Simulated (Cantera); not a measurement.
**N2O furnace oxynitridation**

An isothermal, constant-pressure homogeneous reactor starts with 86.2 % N₂O, 13.8 % N₂, at 1100 K and 0.600 bar.

Cantera simulation using GRI-Mech 3.0 (53 species, 325 reactions); the numbers are that mechanism's predictions, not measurements. GRI-Mech 3.0 was tuned for natural gas; its chemistry of N2O as a main component is partial and can be far from experiment. The mechanism lacks the step 2 NO + O2 → 2 NO2, which can matter for NO2 below about 1400 K. The temperature is held fixed by assumption; the heat of reaction is taken as removed at once.

```
t (s)     x N₂O      x NO   x N₂     x NO₂      x O₂      x O
--------  -----  --------  -----  --------  --------  -------
0.000400  0.862   1.01e-6  0.138  1.46e-11   6.91e-6  3.20e-7
0.000930  0.862   2.41e-6  0.138  8.32e-11   1.65e-5  3.20e-7
0.00216   0.862   5.66e-6  0.138  4.54e-10   3.87e-5  3.20e-7
0.00503   0.862   1.32e-5  0.138   2.45e-9   9.03e-5  3.20e-7
0.0117    0.861   3.08e-5  0.138   1.31e-8  0.000210  3.20e-7
0.0272    0.861   7.16e-5  0.139   6.74e-8  0.000489  3.20e-7
0.0632    0.859  0.000166  0.140   3.28e-7   0.00114  3.20e-7
0.147     0.854  0.000384  0.143   1.42e-6   0.00263  3.19e-7
0.342     0.843  0.000882  0.150   5.04e-6   0.00607  3.18e-7
0.795     0.820   0.00200  0.165   1.42e-5    0.0138  3.15e-7
1.85      0.768   0.00442  0.197   3.42e-5    0.0307  3.08e-7
4.30      0.664   0.00916  0.262   7.37e-5    0.0644  2.93e-7
10.0      0.489    0.0168  0.372  0.000138     0.122  2.60e-7
```
x: mole fraction; the columns are a selection and need not sum to one.

Equilibrium at this temperature and pressure: N₂O 5.28e-9, NO 9.64e-5, N₂ 0.699, NO₂ 2.55e-6, O₂ 0.301, O 1.78e-9 (gas phase only).
